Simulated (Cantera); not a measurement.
# Stirred combustor or abatement burner

A perfectly stirred reactor is fed with CH3OH : O2 : N2 : H2O = 1 : 2.34 : 8.81 : 2.2 (molar parts), at 100000 Pa; it is adiabatic with a 500 K inlet, and is followed from long to short residence time, starting on the burning branch (τ in s: 0.13, 0.046, 0.016, 0.0057, 0.002, 0.00072, 0.00025, 9e-05, 3.2e-05, 1.1e-05).

Cantera simulation using GRI-Mech 3.0 (53 species, 325 reactions); the numbers are that mechanism's predictions, not measurements. GRI-Mech 3.0 was tuned for natural gas; its chemistry of methanol as a main component is partial and can be far from experiment.

```csv
τ (s),T (K),x CH3OH,x O2,x H2O,x NO,x HCN
0.13,1710,3.51e-6,0.0565,0.282,4.31e-6,4.06e-11
0.046,1705,7.11e-6,0.0566,0.281,3.79e-6,6.52e-11
0.016,1696,1.43e-5,0.0568,0.281,3.16e-6,1.42e-10
0.0057,1680,2.83e-5,0.0574,0.279,2.44e-6,4.37e-10
0.0020,1651,5.83e-5,0.0587,0.277,1.82e-6,1.70e-9
0.00072,1601,0.000133,0.0615,0.275,1.24e-6,6.00e-9
0.00025,500,0.0697,0.163,0.153,<1e-12,<1e-12
9.0e-5,500,0.0697,0.163,0.153,<1e-12,<1e-12
3.2e-5,500,0.0697,0.163,0.153,<1e-12,<1e-12
1.1e-5,500,0.0697,0.163,0.153,<1e-12,<1e-12
```
x: mole fraction; the columns are a selection and need not sum to one.
